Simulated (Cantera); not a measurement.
An isothermal, constant-pressure homogeneous reactor starts with CH4 : H2O = 1 : 0.13 (molar parts), at 1350 K and 10.0 bar.

Model: GRI-Mech 3.0 (53 species, 325 reactions), integrated in Cantera. GRI-Mech 3.0 stops at C3 and has no aromatics, soot or wall deposition, so with more carbon than oxygen in the feed, carbon stays in small species such as C2H2 where larger ones or solid carbon would form.

Problem. Predict: x(CH4) at 5.00 s; x(H2O) at 5.00 s; x(C2H4) at 5.00 s; x(CH2O) at 5.00 s; x(CO) at 5.00 s.

Solution. 
```
Quantity                                             Value
-----------------  ---------------------------------------
x(CH4) at 5.00 s       0.621 (gas-phase equilibrium 0.564)
x(H2O) at 5.00 s     0.101 (gas-phase equilibrium 1.73e-5)
x(C2H4) at 5.00 s    0.0599 (gas-phase equilibrium 0.0176)
x(CH2O) at 5.00 s  1.28e-7 (gas-phase equilibrium 1.35e-7)
x(CO) at 5.00 s     0.00162 (gas-phase equilibrium 0.0912)
```
